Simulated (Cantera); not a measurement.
## Thermodynamics of carbon deposition, reforming and gasification, feed C3H6 + O2 + H2

Feed: 1 mol C3H6, 0.67 mol O2, 1.4 mol H2, held at 0.00420 bar.

These are equilibrium values from Cantera (NASA tables, ideal gas, pure condensed phases), not measurements of a reactor. Candidate condensed phases: C, C6H6, C7H8, C8H18, H2O; 110 gas species. The numbers say what is thermodynamically allowed, not how fast it happens.

```csv
T (K),x H,x H2,x CO,x C3,x C2H2 (acetylene),x C2H,n C(graphite)
2450,0.231,0.557,0.206,5.35e-5,0.00486,0.000130,1.59
2500,0.278,0.515,0.201,0.000118,0.00557,0.000216,1.58
2550,0.329,0.469,0.195,0.000254,0.00623,0.000349,1.56
2600,0.384,0.420,0.188,0.000527,0.00681,0.000548,1.54
2650,0.439,0.369,0.182,0.00107,0.00725,0.000835,1.51
2700,0.495,0.319,0.175,0.00210,0.00751,0.00124,1.47
2750,0.548,0.269,0.168,0.00402,0.00758,0.00179,1.40
2800,0.596,0.223,0.161,0.00752,0.00743,0.00251,1.27
2850,0.637,0.180,0.155,0.0138,0.00708,0.00343,1.06
2900,0.668,0.142,0.148,0.0246,0.00653,0.00455,0.680
```
x: gas mole fraction; n: condensed amount in mol.

From 2450 K to 2900 K the condensed part is C(graphite). The main C-bearing gas is CO throughout. The share of C in condensed phases is highest at 2450 K (53.1 %) and lowest at 2900 K (22.7 %).
